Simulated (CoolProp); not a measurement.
Ethylene along the isotherm 197.5 K: fugacity coefficient from the reference equation and from simpler models built on Tc = 282.4 K, pc = 5.042 MPa, ω = 0.087; each cubic takes its own stable root.

Model: reference Helmholtz-energy equation of state, Smukala 2000, in CoolProp.

```tsv
p (MPa)	phase	reference	Soave-Redlich-Kwong	Peng-Robinson
0.194	gas	0.9618	0.9641	0.9623
0.388	gas	0.9235	0.9284	0.9249
0.582	liquid	0.6519	0.6556	?
0.776	liquid	0.4920	0.4949	0.4927
0.97	liquid	0.3961	0.3986	0.3965
1.16	liquid	0.3333	0.3354	0.3334
1.36	liquid	0.2861	0.2881	0.2861
1.55	liquid	0.2526	?	0.2525
1.75	liquid	0.2252	0.2268	0.2249
1.94	liquid	0.2044	0.2059	0.2041
2.13	liquid	?	0.1888	?
2.33	liquid	?	?	0.1719
2.52	liquid	0.1603	0.1617	0.1598
```

Problem. What belongs in the gaps?

Solution. 
- 0.582, Peng-Robinson: 0.6531
- 1.55, Soave-Redlich-Kwong: 0.2544
- 2.13, reference: 0.1873
- 2.13, Peng-Robinson: 0.1869
- 2.33, reference: 0.1723
- 2.33, Soave-Redlich-Kwong: 0.1737
